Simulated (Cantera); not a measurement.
**Equilibrium for aluminium nitride and oxide growth: AlI₃ + H₂O + N₂ + N₂O**

A closed system holds: 1 mol AlI₃, 13 mol H₂O, 9.2 mol N₂, 3.3 mol N₂O, equilibrated at 2048 K.

Equilibrium computed with Cantera from the NASA thermochemical tables; the gas is ideal and each condensed phase is pure. Candidate condensed phases: Al, AlI₃, AlN, Al₂O₃, H₂O, I₂; 41 gas species. Gases not in the tables: Al(OH)₃. Kinetics and transport are ignored.

```
P (Pa)  x H₂O   x N₂     x I     x H₂       x H    x O₂     x OH       x O  n Al₂O₃(s)
------  -----  -----  ------  -------  --------  ------  -------  --------  ----------
10      0.305  0.387  0.0931   0.0564    0.0532  0.0495   0.0313    0.0213       0.499
63      0.376  0.408  0.0981   0.0313    0.0158  0.0389   0.0207   0.00753       0.500
400     0.412  0.417   0.100   0.0148   0.00430  0.0328   0.0131   0.00275       0.500
2500    0.428  0.421   0.101  0.00640   0.00113  0.0303  0.00825   0.00106       0.500
16000   0.435  0.423   0.101  0.00261  0.000286  0.0295  0.00520  0.000412       0.500
100000  0.438  0.424  0.0998  0.00105   7.26e-5  0.0295  0.00330  0.000165       0.500
```
x: gas mole fraction; n: condensed amount in mol.

From 0.0750 Torr to 750 Torr the condensed part is Al₂O₃(s).
